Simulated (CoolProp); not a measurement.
Vapour-liquid equilibrium of carbon dioxide (1) + neopentane (2) at 263.1 K; x and y are mole fractions of (1).

Model: multi-fluid Helmholtz-energy mixture model, Span 1996 and Lemmon 2006; pair parameters Bell 2016, in CoolProp.

| x | bubble pressure, mixture model (bar) | bubble pressure, Raoult's law (bar) | y, mixture model | y, Raoult's law |
|---|---|---|---|---|
| 0.05 | [?] | 1.770 | [?] | 0.747 |
| 0.2 | 7.671 | 5.666 | 0.938 | 0.934 |
| 0.35 | 12.22 | 9.563 | 0.961 | 0.968 |
| 0.5 | 15.54 | 13.46 | 0.971 | 0.983 |
| 0.65 | [?] | 17.36 | [?] | 0.991 |
| 0.8 | [?] | 21.25 | 0.984 | 0.996 |
| 0.95 | 24.83 | 25.15 | 0.995 | 0.999 |

Complete the blanks.


- 0.05, bubble pressure, mixture model (bar): 2.245
- 0.05, y, mixture model: 0.789
- 0.65, bubble pressure, mixture model (bar): 18.15
- 0.65, y, mixture model: 0.977
- 0.8, bubble pressure, mixture model (bar): 20.97

The largest gap from Raoult's law is +35.4 % in bubble pressure, at x = 0.2. No azeotrope shows between x = 0.05 and 0.95.

The pair parameters rest on a limited set of measurements; away from them the model extrapolates. The gap from Raoult's law changes sign with composition, which may be real or a fault of the pair parameters; it wasn't checked against measurements.
